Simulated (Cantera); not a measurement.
Charge: 1 mol TiC, 0.062 mol H2, at 2800 K and 13.3 mbar.

These are equilibrium values from Cantera (NASA tables, ideal gas, pure condensed phases), not measurements of a reactor. Candidate condensed phases: C, C6H6, C7H8, C8H18, Ti, TiC; 77 gas species. TiC: taken at fixed stoichiometry. Equilibrium is a limit: real reactors are often held back by kinetics, nucleation or transport.

Base state: H 0.497, H2 0.491, Ti 0.00788, C2H2 (acetylene) 0.00308, C2H 0.000392, C 0.000214, C3 0.000193, C2 4.34e-5 (mole fractions); condensed: TiC(s).

What changes in the equilibrium state with this change: pressure from 13.3 mbar to 21.0 mbar?


```csv
species,before,after
H2,0.491,0.566
H,0.497,0.425
Ti,0.00788,0.00594
C3,0.000193,7.33e-5
C2,4.34e-5,1.96e-5
C,0.000214,0.000115
C2H,0.000392,0.000239
CH,1.11e-5,7.99e-6
"TiC(s), mol",0.999,1.000
```

What changes in the equilibrium state with this change: temperature from 2800 K to 2275 K?


```tsv
species	before	after
H2	0.491	0.929
H	0.497	0.0709
Ti	0.00788	6.44e-5
C3	0.000193	<1e-9
C2	4.34e-5	<1e-9
C	0.000214	3.94e-8
C2H	0.000392	1.03e-7
CH	1.11e-5	9.57e-9
TiC(s), mol	0.999	1.000
```
